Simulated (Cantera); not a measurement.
Cantera run:

```python
import numpy as np
import cantera as ct

gas_names = """
    CL CLO CL2 Cs CsCL CsO CsOH Cs2 Cs2CL2 Cs2O Cs2O2H2 H HCL HOCL HO2 H2 H2O H2O2 O OH O2 O3
""".split()
cond_names = """
    Cs(cr) Cs(L) CsCL(a) CsCL(b) CsCL(L) CsOH(a) CsOH(b) CsOH(c) CsOH(L) H2O(s) H2O(L)
""".split()


# ... load() reads the species with a 1 bar reference pressure and builds the phases ...
atoms = {
    'CsCl': {'Cs': 1, 'CL': 1},
    'O2': {'O': 2},
    'H2': {'H': 2},
}
top_T = {}  # K; cautious upper limits of use, not melting points


# ... equilibrate(T, P, feed) seeds the gas with the atoms and calls Mixture.equilibrate('TP', solver="vcs", rtol=1e-11, max_steps=5000) ...
results = []
feed = {'CsCl': 1, 'O2': 3.7, 'H2': 9.8}  # mol
T = 1975  # K
for P in [0.1, 0.46, 2.2, 10, 46, 220, 1000, 4600, 22000, 100000]:
    mix = equilibrate(T, P, feed)
    results.append((T, P, feed, dict(zip(mix.species_names, mix.species_moles))))

top = {s: max(r[3][s] / sum(r[3][g] for g in gas_names) for r in results) for s in gas_names}
cols = sorted((s for s in top if top[s] > 0.0001), key=lambda s: -top[s])[:9]
seen = [c for c in cond_names if any(r[3].get(c, 0) > 1e-12 for r in results)]
print("log10 of partial pressures in bar; condensed amounts in mol")
print(f"{'P/Pa':>10s}" + "".join(f"{s[:9]:>10s}" for s in cols + seen))
for T, P, feed, n in results:
    ng = sum(n[g] for g in gas_names)
    print(f"{P:10.4g}" + "".join(f"{np.log10(max(n[s] / ng * P / 1e5, 1e-99)):10.3f}" for s in cols)
          + "".join(f"{n.get(c, 0):10.4g}" for c in seen))
```

Output:

```
log10 of partial pressures in bar; condensed amounts in mol
      P/Pa       H2O         H        H2         O      CsCL        O2        OH        Cs        CL
       0.1    -6.961    -6.327    -6.927    -6.916    -8.043    -7.314    -7.383    -7.390    -7.515
      0.46    -5.838    -5.912    -6.097    -6.624    -6.899    -6.729    -6.675    -6.746    -7.015
       2.2    -4.953    -5.555    -5.382    -6.453    -5.964    -6.388    -6.147    -6.181    -6.645
        10    -4.216    -5.220    -4.712    -6.386    -5.191    -6.254    -5.745    -5.678    -6.375
        46    -3.524    -4.879    -4.030    -6.376    -4.470    -6.234    -5.394    -5.188    -6.145
       220    -2.833    -4.531    -3.333    -6.381    -3.759    -6.245    -5.051    -4.702    -5.919
      1000    -2.171    -4.197    -2.666    -6.387    -3.084    -6.257    -4.723    -4.258    -5.688
      4600    -1.507    -3.862    -1.997    -6.391    -2.412    -6.265    -4.393    -3.842    -5.432
   2.2e+04    -0.826    -3.521    -1.314    -6.394    -1.727    -6.270    -4.054    -3.448    -5.142
     1e+05    -0.168    -3.191    -0.655    -6.395    -1.068    -6.273    -3.726    -3.090    -4.840
```

Equilibrium computed with Cantera from the NASA thermochemical tables; the gas is ideal and each condensed phase is pure.
